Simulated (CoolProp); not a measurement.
Saturation properties of octamethyltrisiloxane (MDM).

The numbers come from the reference Helmholtz-energy equation of state, Thol 2017 in CoolProp.

```csv
T (°C),p (MPa),liquid density (kg/m³),liquid cp (kJ/(kg K))
67.55,0.005232,771.7,1.886
79.15,0.008760,759.4,1.916
90.75,0.01406,746.9,1.946
102.35,0.02173,734.1,1.976
113.95,0.03248,721.1,2.007
125.55,0.04713,707.7,2.038
137.15,0.06657,694.0,2.069
148.75,0.09180,679.8,2.102
160.45,0.1242,665.0,2.135
```

It boils at 152.5 °C under 1 atm.
